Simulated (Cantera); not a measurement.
Feed: 1 mol Al(CH₃)₃, 2.5 mol N₂O, 49 mol H₂, 0.37 mol H₂O, equilibrated at 1850 °C and 1.33 mbar.

Cantera equilibrium calculation (NASA polynomials, part measured and part estimated; ideal gas, pure solids and liquids). Candidate condensed phases: Al, AlN, Al₂O₃, C, C₆H₆, C₇H₈, C₈H₁₈, H₂O; 148 gas species. The feed counts by its element totals alone. The numbers say what is thermodynamically allowed, not how fast it happens.

Base state: H₂ 0.809, H 0.0884, CO 0.0455, N₂ 0.0388, Al 0.0158, HCN 0.00156, C₂H₂ (acetylene) 0.000192, AlH 0.000112 (mole fractions); condensed: gas only.

Q: What changes in the equilibrium state with this change: pressure from 1.33 mbar to 1.00 bar?

A: 
```tsv
species	before	after
H₂	0.809	0.911
CO	0.0455	0.0485
N₂	0.0388	0.0338
H	0.0884	0.00342
Al	0.0158	0.00100
Al₂O	6.90e-8	0.000157
CH₄	1.03e-7	0.000105
AlH	0.000112	0.000207
C₂H₂ (acetylene)	0.000192	0.000247
HCN	0.00156	0.00165
AlN(s), mol	0	0.910
```
